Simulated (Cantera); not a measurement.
Cantera run:

```python
import numpy as np
import cantera as ct

gas_names = """
    H HO2 H2 H2O H2O2 Mg MgH MgO MgOH MgO2H2 Mg2 O OH O2 O3
""".split()
cond_names = """
    H2O(s) H2O(L) Mg(cr) Mg(L) MgO(s) MgO(L) MgO2H2(s)
""".split()


def load(file, names, dense=False):
    # The tables refer to 1 bar. Condensed volumes are neglected.
    table = {s.name: s for s in ct.Species.list_from_file(file)}
    out = []
    for n in names:
        d = dict(table[n].input_data)
        d["thermo"] = dict(d["thermo"], **{"reference-pressure": 1e5})
        if dense:
            d["equation-of-state"] = {"model": "constant-volume", "density": "1e6 g/cm^3"}
        out.append(ct.Species.from_dict(d))
    return out


gas = ct.Solution(thermo="ideal-gas", species=load("nasa_gas.yaml", gas_names))
cond = {s.name: ct.Solution(thermo="fixed-stoichiometry", species=[s], name=s.name)
        for s in load("nasa_condensed.yaml", cond_names, dense=True)}
atoms = {
    'MgO': {'Mg': 1, 'O': 1},
    'H2': {'H': 2},
}
top_T = {}  # K; cautious upper limits of use, not melting points


def equilibrate(T, P, feed):
    n = {}
    for name, mol in feed.items():
        for a, k in atoms[name].items():
            n[a] = n.get(a, 0.0) + k * mol
    gas.TPX = T, P, n
    mass = sum(n.values()) * gas.mean_molecular_weight
    gas.equilibrate("TP")
    valid = [c for c in cond.values() if c.min_temp <= T <= top_T.get(c.name, c.max_temp)]
    mix = ct.Mixture([(gas, mass / gas.mean_molecular_weight)] + [(c, 0.0) for c in valid])
    mix.T, mix.P = T, P
    mix.equilibrate("TP", solver="vcs", rtol=1e-11, max_steps=5000)
    return mix


results = []
feed = {'MgO': 1, 'H2': 0.86}  # mol
P = 1333.22  # Pa
for T in [2025, 2125, 2225, 2325, 2425, 2525, 2625, 2725]:
    mix = equilibrate(T, P, feed)
    results.append((T, P, feed, dict(zip(mix.species_names, mix.species_moles))))

top = {s: max(r[3][s] / sum(r[3][g] for g in gas_names) for r in results) for s in gas_names}
cols = sorted((s for s in top if top[s] > 0.0001), key=lambda s: -top[s])[:9]
seen = [c for c in cond_names if any(r[3].get(c, 0) > 1e-12 for r in results)]
print("log10 of partial pressures in bar; condensed amounts in mol")
print(f"{'T/K':>10s}" + "".join(f"{s[:9]:>10s}" for s in cols + seen))
for T, P, feed, n in results:
    ng = sum(n[g] for g in gas_names)
    print(f"{T:10.4g}" + "".join(f"{np.log10(max(n[s] / ng * P / 1e5, 1e-99)):10.3f}" for s in cols)
          + "".join(f"{n.get(c, 0):10.4g}" for c in seen))
```

It prints:

```
log10 of partial pressures in bar; condensed amounts in mol
       T/K        H2        Mg       H2O         H         O        OH        O2       MgO      MgOH    MgO(s)
      2025    -1.917    -3.291    -3.291    -3.674    -7.925    -6.029    -9.665    -7.474    -5.835    0.9652
      2125    -1.957    -3.023    -3.024    -3.418    -7.003    -5.392    -8.441    -6.681    -5.352    0.9325
      2225    -2.024    -2.794    -2.797    -3.200    -6.149    -4.813    -7.299    -5.961    -4.929    0.8774
      2325    -2.131    -2.607    -2.616    -3.024    -5.349    -4.287    -6.214    -5.304    -4.568    0.7911
      2425    -2.293    -2.463    -2.488    -2.894    -4.588    -3.811    -5.167    -4.702    -4.269    0.6667
      2525    -2.531    -2.358    -2.432    -2.818    -3.861    -3.390    -4.150    -4.149    -4.040    0.4886
      2625    -2.925    -2.262    -2.556    -2.835    -3.190    -3.090    -3.212    -3.639    -3.917   0.03115
      2725    -2.920    -2.286    -2.718    -2.665    -2.986    -3.044    -3.178    -3.698    -4.148         0
```

Equilibrium computed with Cantera from the NASA thermochemical tables; the gas is ideal and each condensed phase is pure. The tables' values for MgH are old estimates; treat these amounts as uncertain.
